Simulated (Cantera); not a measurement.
A freely propagating, adiabatic, planar premixed flame of H2 : O2 : N2 = 1 : 0.167 : 0.65 (molar parts), equivalence ratio 3.0, unburnt at 425 K and 0.987 atm; mixture-averaged transport, grid criteria slope 0.08 and curve 0.16, no radiation.

Detailed kinetics in Cantera: the H2/O2 subset of GRI-Mech 3.0, which has no nitrogen chemistry. Burning velocities carry a grid error of a few per cent, more on coarse grids.

Problem. How do the results move with these cheaper or finer settings: unity-Lewis-number transport; multicomponent transport; multicomponent+Soret transport; grid criteria slope 0.5, curve 1; grid criteria slope 0.25, curve 0.5; grid criteria slope 0.03, curve 0.06?

Solution. 
| setting | laminar burning velocity | thermal thickness | peak x(OH) | peak x(H) | grid points |
|---|---|---|---|---|---|
| as above | 399 cm/s | 0.432 mm | 0.000974 | 0.0553 | 124 |
| unity-Lewis-number transport | 241 cm/s | 0.431 mm | 0.000870 | 0.0563 | 113 |
| multicomponent transport | 392 cm/s | 0.439 mm | 0.000959 | 0.0553 | 124 |
| multicomponent+Soret transport | 381 cm/s | 0.425 mm | 0.000971 | 0.0550 | 124 |
| grid criteria slope 0.5, curve 1 | 405 cm/s | 0.577 mm | 0.000871 | 0.0547 | 39 |
| grid criteria slope 0.25, curve 0.5 | 411 cm/s | 0.481 mm | 0.000935 | 0.0553 | 58 |
| grid criteria slope 0.03, curve 0.06 | 398 cm/s | 0.423 mm | 0.000986 | 0.0552 | 285 |
Unity Lewis numbers drop preferential diffusion, which matters most where H2 and H carry the flame; Soret adds thermal diffusion.
